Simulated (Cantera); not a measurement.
An isothermal, constant-pressure homogeneous reactor starts with CH₄ : H₂ : CO₂ = 0.025 : 1 : 0.0027 (molar parts), at 2650 K and 0.0263 atm. Integrator tolerance rtol = 1e-08.

Detailed kinetics in Cantera: GRI-Mech 3.0 (53 species, 325 reactions). GRI-Mech 3.0 stops at C3 and has no aromatics, soot or wall deposition, so with more carbon than oxygen in the feed, carbon stays in small species such as C2H2 where larger ones or solid carbon would form. Radical loss at walls, strong at low pressure, is not modelled.

Problem. What does this change do: temperature 2650 to 1800 K?

Solution. 
```json
[
 {"quantity": "x(CH₄) at 20.0 s", "before": "1.35e-6 (gas-phase equilibrium 1.36e-6)", "after": "0.000382 (gas-phase equilibrium 0.000153)"},
 {"quantity": "x(H₂) at 20.0 s", "before": "0.738 (gas-phase equilibrium 0.738)", "after": "0.982 (gas-phase equilibrium 0.982)"},
 {"quantity": "x(CO₂) at 20.0 s", "before": "1.74e-12 (gas-phase equilibrium 1.75e-12)", "after": "7.07e-7 (gas-phase equilibrium 6.59e-12)"},
 {"quantity": "x(O) at 20.0 s", "before": "3.33e-11 (gas-phase equilibrium 3.36e-11)", "after": "1.34e-10 (gas-phase equilibrium <1e-12)"},
 {"quantity": "x(CH₂O) at 20.0 s", "before": "3.53e-11 (gas-phase equilibrium 3.53e-11)", "after": "1.22e-10 (gas-phase equilibrium 5.56e-11)"},
 {"quantity": "x(CH₃) at 20.0 s", "before": "7.82e-6 (gas-phase equilibrium 7.89e-6)", "after": "1.71e-5 (gas-phase equilibrium 6.88e-6)"}
]
```
